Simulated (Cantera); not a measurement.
Cantera run:

```python
import numpy as np
import cantera as ct

gas_names = """
    C CN CO CO2 C2 CCN CNC C2N2 C2O C3 C3O2 C4 C4N2 C5 N NCO NO NO2 NO3 N2 N2O O O2 O3 Si SiC SiC2 SiN
    SiO SiO2 Si2 Si2C Si2N Si3
""".split()
cond_names = """
    C(gr) Si(cr) Si(L) SiC(b) SiO2(Lqz) SiO2(hqz) SiO2(L) Si2N2O(s) Si3N4(a)
""".split()


# ... load() reads the species with a 1 bar reference pressure and builds the phases ...
atoms = {
    'SiC': {'Si': 1, 'C': 1},
    'O2': {'O': 2},
    'N2': {'N': 2},
}
top_T = {'C(gr)': 4500, 'SiC(b)': 3050, 'Si2N2O(s)': 2100, 'Si3N4(a)': 2400}  # K; cautious upper limits of use, not melting points


# ... equilibrate(T, P, feed) seeds the gas with the atoms and calls Mixture.equilibrate('TP', solver="vcs", rtol=1e-11, max_steps=5000) ...
results = []
feed = {'SiC': 1, 'O2': 0.047, 'N2': 1.3}  # mol
T = 1623.15  # K
P = 4.4  # Pa
mix = equilibrate(T, P, feed)
results.append((T, P, feed, dict(zip(mix.species_names, mix.species_moles))))
print(gas.report(threshold=0.001))
for i in range(1, mix.n_phases):
    print(f"{mix.phase(i).name:16s} {mix.phase_moles(i):12.5e} mol")
```

It prints:

```
       temperature   1623.2 K
          pressure   4.4 Pa
           density   9.3081e-06 kg/m^3
  mean mol. weight   28.55 kg/kmol
   phase of matter   gas

                          1 kg             1 kmol
                     ---------------   ---------------
          enthalpy        1.2613e+06         3.601e+07  J
   internal energy         7.886e+05        2.2514e+07  J
           entropy             11612        3.3151e+05  J/K
    Gibbs function       -1.7586e+07       -5.0209e+08  J
 heat capacity c_p              1233             35201  J/K
 heat capacity c_v            941.73             26886  J/K

                      mass frac. Y      mole frac. X     chem. pot. / RT
                     ---------------   ---------------   ---------------
                CO           0.03341          0.034054           -48.614
                N2           0.91441           0.93189            -36.36
               SiO          0.051465           0.03333           -49.797
     [  +31 minor]        0.00071825        0.00072223

C(gr)             0.00000e+00 mol
Si(cr)            0.00000e+00 mol
SiC(b)            9.52491e-01 mol
SiO2(hqz)         0.00000e+00 mol
Si2N2O(s)         0.00000e+00 mol
Si3N4(a)          0.00000e+00 mol
```

Method: chemical equilibrium by Gibbs-energy minimisation in Cantera with the NASA 1993 tables (ideal gas, pure condensed phases).
